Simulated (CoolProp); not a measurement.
Model: reference Helmholtz-energy equation of state, Penoncello 2003, in CoolProp.

Problem. For CHF3 (R23), give the phase and the Joule-Thomson coefficient (K/MPa), Prandtl number at 232.9 K and 5.73 MPa; 273.3 K and 5.73 MPa; 293.4 K and 5.73 MPa.

Solution. 
- 232.9 K and 5.73 MPa: liquid; Joule-Thomson coefficient -0.127, Prandtl number 2.19
- 273.3 K and 5.73 MPa: liquid; Joule-Thomson coefficient 0.393, Prandtl number 1.99
- 293.4 K and 5.73 MPa: liquid; Joule-Thomson coefficient 1.45, Prandtl number 2.31

Viscosity comes from a separate model (Shan 2000). Thermal conductivity comes from a separate model (Shan 2000).
